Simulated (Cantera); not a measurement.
# Oxide etching and cleaning by halides: CaO + HBr + O2

A closed system holds: 1 mol CaO, 16 mol HBr, 1.1 mol O2, at 10.0 Torr.

Cantera equilibrium calculation (NASA polynomials, part measured and part estimated; ideal gas, pure solids and liquids). Candidate condensed phases: Br2, Ca, CaBr2, CaO, Ca(OH)2, H2O; 19 gas species. The numbers say what is thermodynamically allowed, not how fast it happens.

From 1050 K to 1250 K the condensed part is CaBr2(l). From 1350 K to 1750 K nothing is condensed. The main Ca-bearing gas is CaBr2 throughout.

```json
[
 {"T (K)": "1050", "x HBr": "0.630", "x Br": "0.0312", "x H2O": "0.210", "x Br2": "0.129", "x CaBr2": "0.000141", "x H2": "2.58e-6", "n CaBr2(l)": "0.998"},
 {"T (K)": "1150", "x HBr": "0.615", "x Br": "0.0746", "x H2O": "0.205", "x Br2": "0.104", "x CaBr2": "0.00171", "x H2": "8.99e-6", "n CaBr2(l)": "0.973"},
 {"T (K)": "1250", "x HBr": "0.588", "x Br": "0.136", "x H2O": "0.196", "x Br2": "0.0665", "x CaBr2": "0.0134", "x H2": "3.17e-5", "n CaBr2(l)": "0.782"},
 {"T (K)": "1350", "x HBr": "0.543", "x Br": "0.188", "x H2O": "0.181", "x Br2": "0.0308", "x CaBr2": "0.0566", "x H2": "0.000127", "n CaBr2(l)": "0"},
 {"T (K)": "1450", "x HBr": "0.533", "x Br": "0.221", "x H2O": "0.178", "x Br2": "0.0126", "x CaBr2": "0.0556", "x H2": "0.000584", "n CaBr2(l)": "0"},
 {"T (K)": "1550", "x HBr": "0.524", "x Br": "0.237", "x H2O": "0.176", "x Br2": "0.00502", "x CaBr2": "0.0551", "x H2": "0.00254", "n CaBr2(l)": "0"},
 {"T (K)": "1650", "x HBr": "0.506", "x Br": "0.253", "x H2O": "0.175", "x Br2": "0.00224", "x CaBr2": "0.0546", "x H2": "0.00888", "n CaBr2(l)": "0"},
 {"T (K)": "1750", "x HBr": "0.470", "x Br": "0.280", "x H2O": "0.172", "x Br2": "0.00118", "x CaBr2": "0.0537", "x H2": "0.0228", "n CaBr2(l)": "0"}
]
```
x: gas mole fraction; n: condensed amount in mol.
